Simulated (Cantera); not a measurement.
An adiabatic, constant-pressure homogeneous reactor starts with C2H4 : O2 : N2 : CO2 = 1 : 2.73 : 10.3 : 0.04 (molar parts), equivalence ratio 1.1, at 1498 K and 225 Torr.

Computed with Cantera and GRI-Mech 3.0 (53 species, 325 reactions). GRI-Mech 3.0 was tuned for natural gas; its chemistry of ethylene as a main component is partial and can be far from experiment.

Task: Predict: time of steepest temperature rise; temperature at 1.00 s; equilibrium temperature; x(O2) at 1.00 s; x(NO) at 1.00 s.

Result: time of steepest temperature rise: 0.107 ms
temperature at 1.00 s: 2731 K
equilibrium temperature: 2731 K
x(O2) at 1.00 s: 0.0206 (gas-phase equilibrium 0.0206)
x(NO) at 1.00 s: 0.00968 (gas-phase equilibrium 0.00968)
